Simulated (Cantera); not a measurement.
A closed system holds: 1 mol MgCO3, 0.33 mol SO2, 0.26 mol O2, equilibrated at 2900 Pa.

Cantera equilibrium calculation (NASA polynomials, part measured and part estimated; ideal gas, pure solids and liquids). Candidate condensed phases: C, Mg, MgCO3, MgO, MgS, MgSO4, S; 26 gas species. Mutual solubility and eutectic melting of coexisting phases are not modelled. Kinetics and transport are ignored.

x: gas mole fraction; n: condensed amount in mol.

| T (K) | x CO2 | x SO2 | x O2 | x SO3 | x CO | x O | n MgO(s) | n MgSO4(s) |
|---|---|---|---|---|---|---|---|---|
| 675 | 0.913 | <1e-12 | 0.0868 | 1.48e-11 | <1e-12 | <1e-12 | 0.670 | 0.330 |
| 775 | 0.913 | 3.55e-9 | 0.0868 | 9.90e-9 | <1e-12 | <1e-12 | 0.670 | 0.330 |
| 875 | 0.913 | 2.99e-6 | 0.0868 | 1.45e-6 | ? | 3.55e-12 | 0.670 | 0.330 |
| 975 | 0.912 | 0.000609 | 0.0870 | 7.46e-5 | ? | 1.25e-10 | 0.671 | 0.329 |
| 1075 | 0.855 | 0.0413 | 0.102 | 0.00179 | ? | 2.46e-9 | 0.720 | 0.280 |
| 1175 | 0.630 | 0.204 | 0.162 | 0.00441 | ? | 3.45e-8 | 1.00 | 0 |
| 1275 | 0.630 | 0.206 | 0.163 | 0.00205 | ? | 2.64e-7 | 1.00 | 0 |
| 1375 | 0.629 | 0.207 | 0.163 | 0.00107 | ? | 1.51e-6 | 1.00 | 0 |
| 1475 | 0.629 | 0.207 | 0.163 | 0.000606 | ? | 6.81e-6 | 1.00 | 0 |
| 1575 | 0.629 | 0.207 | 0.163 | 0.000370 | ? | 2.54e-5 | 1.00 | 0 |
| 1675 | 0.628 | 0.207 | 0.164 | 0.000240 | ? | 8.11e-5 | 1.00 | 0 |
| 1775 | 0.627 | 0.207 | 0.164 | 0.000164 | ? | 0.000228 | 1.00 | 0 |
| 1875 | 0.624 | 0.207 | 0.165 | 0.000117 | ? | 0.000573 | 1.00 | 0 |

### Question
Fill in the missing entries.

### Answer

- 875, x CO: 8.59e-12
- 975, x CO: 4.63e-10
- 1075, x CO: 1.02e-8
- 1175, x CO: 8.80e-8
- 1275, x CO: 8.42e-7
- 1375, x CO: 5.79e-6
- 1475, x CO: 3.06e-5
- 1575, x CO: 0.000130
- 1675, x CO: 0.000466
- 1775, x CO: 0.00144
- 1875, x CO: 0.00391
